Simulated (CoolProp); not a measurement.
Vapour-liquid equilibrium of cyclohexane (1) + m-xylene (2) at 234.15 °C; x and y are mole fractions of (1).

Computed with CoolProp (multi-fluid Helmholtz-energy mixture model, Zhou 2014 and Zhou 2012; pair parameters Bell 2016).

Problem. Give the bubble pressure and the first vapour's composition at x = 0.35, 0.875, 0.95. Is there an azeotrope?

Solution. x = 0.35: 1294 kPa, y = 0.553; x = 0.875: 2046 kPa, y = 0.925; x = 0.95: 2157 kPa, y = 0.970. No azeotrope shows between x = 0.05 and 0.95.

Pair parameters are fitted to limited data, so mixtures are less certain than the pure fluids.
